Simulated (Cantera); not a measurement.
Feed: 1 mol C3H8, 1.7 mol NH3, 0.57 mol H2, at 1 atm.

These are equilibrium values from Cantera (NASA tables, ideal gas, pure condensed phases), not measurements of a reactor. Candidate condensed phases: C, C6H6, C7H8, C8H18; 92 gas species. Kinetics and transport are ignored.

At 1698 K, list the 7 most abundant gas species with their mole fractions, and the condensed phases.

H2 0.892, N2 0.106, HCN 0.00111, CH4 0.000889, H 0.000136, C2H2 (acetylene) 6.42e-5, HNC 3.32e-5. Condensed: C(graphite).
